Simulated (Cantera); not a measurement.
Charge: 1 mol Fe, 0.029 mol HCl, 7.3 mol H₂, at 100000 Pa.

Cantera equilibrium calculation (NASA polynomials, part measured and part estimated; ideal gas, pure solids and liquids). Candidate condensed phases: Fe, FeCl₂, FeCl₃; 11 gas species. Equilibrium is a limit: real reactors are often held back by kinetics, nucleation or transport.

log p: log10 of the partial pressure in bar; n: condensed amount in mol.

```
T (°C)  log p H₂  log p HCl  log p H  log p FeCl₂  log p Fe  n Fe(α)  n Fe(γ)
------  --------  ---------  -------  -----------  --------  -------  -------
827         0.00      -2.40    -7.59        -5.38         ?    1.000        0
902         0.00      -2.40    -6.91        -5.26         ?    1.000        0
977         0.00      -2.40    -6.32        -5.17         ?        0    1.000
1052        0.00      -2.40    -5.79        -5.09         ?        0    1.000
1127        0.00      -2.40    -5.31        -5.02         ?        0    1.000
1202        0.00      -2.41    -4.89        -4.95         ?        0    1.000
1277        0.00      -2.41    -4.50        -4.90         ?        0    1.000
```

Q: Some entries are withheld; supply them.

A: 
- 827, log p Fe: -11.90
- 902, log p Fe: -10.68
- 977, log p Fe: -9.61
- 1052, log p Fe: -8.66
- 1127, log p Fe: -7.81
- 1202, log p Fe: -7.06
- 1277, log p Fe: -6.38
